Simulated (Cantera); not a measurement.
# Ignition delay

Mixture: CH3OH : O2 : N2 = 1 : 2.68 : 10.1 (molar parts), equivalence ratio 0.56, at 0.987 atm, adiabatic and at constant volume. Ignition delay is the time to a rise of 400 K.

Computed with Cantera and GRI-Mech 3.0 (53 species, 325 reactions). GRI-Mech 3.0 was tuned for natural gas; its chemistry of methanol as a main component is partial and can be far from experiment.

```json
[
 {"T0 (K)": "1448", "delay (ms)": "0.411"},
 {"T0 (K)": "1523", "delay (ms)": "0.201"},
 {"T0 (K)": "1598", "delay (ms)": "0.108"},
 {"T0 (K)": "1673", "delay (ms)": "0.0618"},
 {"T0 (K)": "1748", "delay (ms)": "0.0375"}
]
```

```
Quantity                                                 Value
--------------------------------------------------  ----------
apparent activation energy between 1598 and 1748 K  160 kJ/mol
```
